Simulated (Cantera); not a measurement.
A closed system holds: 1 mol MgF₂, 0.26 mol H₂, 79 mol N₂, 1.4 mol H₂O, at 15.8 Torr.

These are equilibrium values from Cantera (NASA tables, ideal gas, pure condensed phases), not measurements of a reactor. Candidate condensed phases: H₂O, Mg, MgF₂, MgO, Mg(OH)₂; 50 gas species. The numbers say what is thermodynamically allowed, not how fast it happens. All values below are at 2098 K.

Base state: N₂ 0.965, HF 0.0206, H₂O 0.00694, H₂ 0.00236, MgF₂ 0.00172, H 0.00103, Mg 0.000933, MgF 0.000446 (mole fractions); condensed: MgO(s).

Question: What changes in the equilibrium state with this change: 0.33 mol NH₃ added?

Answer: 
| species | before | after |
|---|---|---|
| N₂ | 0.965 | 0.958 |
| HF | 0.0206 | 0.0207 |
| H₂O | 0.00694 | 0.00843 |
| H₂ | 0.00236 | 0.00630 |
| Mg | 0.000933 | 0.00205 |
| O₂ | 0.000141 | 2.91e-5 |
| NO | 0.000284 | 0.000129 |
| MgO(s), mol | 0.745 | 0.660 |
